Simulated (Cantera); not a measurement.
**Adiabatic ignition**

An adiabatic, constant-volume homogeneous reactor starts with H₂ : O₂ : N₂ = 1 : 0.877 : 3.3 (molar parts), equivalence ratio 0.57, at 1400 K and 7050 Torr.

Computed with Cantera and GRI-Mech 3.0 (53 species, 325 reactions). The hydrogen kinetics of GRI-Mech 3.0 are dated; newer H2 mechanisms differ, most at raised pressure.

```csv
t (s),T (K),P (bar),x H₂,x O₂,x H,x N₂O,x O
1.00e-6,1400,9.40,0.193,0.169,1.04e-5,2.34e-11,2.56e-6
3.76e-6,2817,17.3,0.00666,0.0744,0.00281,3.47e-6,0.00627
1.41e-5,2865,17.6,0.00479,0.0744,0.00170,4.16e-6,0.00457
5.32e-5,2858,17.5,0.00475,0.0727,0.00166,4.15e-6,0.00441
0.000200,2843,17.4,0.00464,0.0687,0.00156,4.24e-6,0.00405
0.000752,2832,17.4,0.00457,0.0659,0.00150,4.40e-6,0.00381
0.00283,2832,17.3,0.00457,0.0658,0.00149,4.41e-6,0.00380
0.0106,2832,17.3,0.00457,0.0658,0.00149,4.41e-6,0.00380
0.0400,2832,17.3,0.00457,0.0658,0.00149,4.41e-6,0.00380
0.150,2832,17.3,0.00457,0.0658,0.00149,4.41e-6,0.00380
0.566,2832,17.3,0.00457,0.0658,0.00149,4.41e-6,0.00380
2.13,2832,17.3,0.00457,0.0658,0.00149,4.41e-6,0.00380
8.00,2832,17.3,0.00457,0.0658,0.00149,4.41e-6,0.00380
```
x: mole fraction; the columns are a selection and need not sum to one.

| Quantity | Value |
|---|---|
| time of steepest temperature rise | 2.50 µs |
| temperature at 8.00 s | 2832 K |
| equilibrium temperature | 2832 K |
| x(H₂) at 8.00 s | 0.00457 (gas-phase equilibrium 0.00457) |
| x(O₂) at 8.00 s | 0.0658 (gas-phase equilibrium 0.0658) |
| x(H) at 8.00 s | 0.00149 (gas-phase equilibrium 0.00149) |
